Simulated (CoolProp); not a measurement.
R134a at several states: fugacity coefficient from the reference equation and from simpler models built on Tc = 374.2 K, pc = 4059 kPa, ω = 0.327; each cubic takes its own stable root.

Model: reference Helmholtz-energy equation of state, Tillner-Roth 1994, in CoolProp.

```json
[
 {"T (K)": "424.8", "p (kPa)": "29.1", "phase": "gas", "reference": "0.9984"},
 {"T (K)": "283", "p (kPa)": "9730", "phase": "liquid", "reference": "0.05235"},
 {"T (K)": "192.2", "p (kPa)": "7630", "phase": "liquid", "reference": "0.0006081"},
 {"T (K)": "305.8", "p (kPa)": "1680", "phase": "liquid", "reference": "0.4325"},
 {"T (K)": "407.3", "p (kPa)": "426", "phase": "gas", "reference": "0.9729"},
 {"T (K)": "274.2", "p (kPa)": "3550", "phase": "liquid", "reference": "0.08791"}
]
```

How far does each simpler model (van der Waals, Redlich-Kwong, Soave-Redlich-Kwong) lie from the reference over these 6 states: mean and median of the absolute difference, and the worst?


- van der Waals: mean 869.7 %, median 151.2 %, worst +4693.6 % at 192.2 K and 7630 kPa
- Redlich-Kwong: mean 80.0 %, median 50.0 %, worst +311.6 % at 192.2 K and 7630 kPa
- Soave-Redlich-Kwong: mean 2.7 %, median 2.9 %, worst +7.0 % at 283 K and 9730 kPa

At some of these states van der Waals gives the other phase, because its saturation line lies elsewhere.
